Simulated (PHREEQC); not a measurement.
A solution holds 0.027 mol HF, 0.00044 mol CsF, 0.024 mol (NH4)2SiF6 and 0.04 mol HCl per kg of water, at 70 °C. Closed to the air; pH follows from the charge balance.

Computed with PHREEQC (ion-association model, wateq4f.dat).

Q: The ionic strength comes out as 0.111 mol/kgw. What activity coefficients do HF2-, SiF6-2, Cl-, NH4+, H+ get?

A: HF2- 0.74, SiF6-2 0.33, Cl- 0.74, NH4+ 0.76, H+ 0.81.

No solid was allowed to form. The solution is supersaturated, for example in Quartz (slow to form), so a real one may precipitate; this is no full list. Species that the database lacks are ignored. Constants without temperature data keep their 25 °C values here. SiF6-2 is the database's only silicon fluoride.
